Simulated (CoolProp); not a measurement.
Values from CoolProp's reference Helmholtz-energy equation of state, Thol 2017.

Question: Give the vapour pressure (bar), liquid density (kg/m³), enthalpy of vaporisation (kJ/kg), liquid cp (kJ/(kg K)) of saturated octamethyltrisiloxane (MDM) at 372.7, 443.4 K.

Answer: 
```csv
T (K),p (bar),liquid density (kg/m³),enthalpy of vaporisation (kJ/kg),liquid cp (kJ/(kg K))
372.7,0.196,737,175,1.97
443.4,1.58,652,144,2.16
```
